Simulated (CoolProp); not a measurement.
C2F6 (R116) along the isotherm 335.2 K: Z from the reference equation and from simpler models built on Tc = 293.0 K, pc = 3.048 MPa, ω = 0.257; each cubic takes its own stable root.

Values from CoolProp's reference Helmholtz-energy equation of state, Lemmon 2006. It is a short technical equation, of lower accuracy than the large ones.

```
p (MPa)          phase  reference  van der Waals  Redlich-Kwong
-------  -------------  ---------  -------------  -------------
0.0145             gas     0.9990         0.9990         0.9989
0.0274             gas     0.9981         0.9981         0.9979
0.052              gas     0.9964         0.9964         0.9961
0.0985             gas     0.9932         0.9931         0.9926
0.187              gas     0.9871         0.9868         0.9858
0.354              gas     0.9754         0.9748         0.9730
0.671              gas     0.9528         0.9513         0.9482
1.27               gas     0.9085         0.9045         0.8997
2.41               gas     0.8175         0.8031         0.8000
4.57     supercritical     0.6240         0.5407         0.5855
```
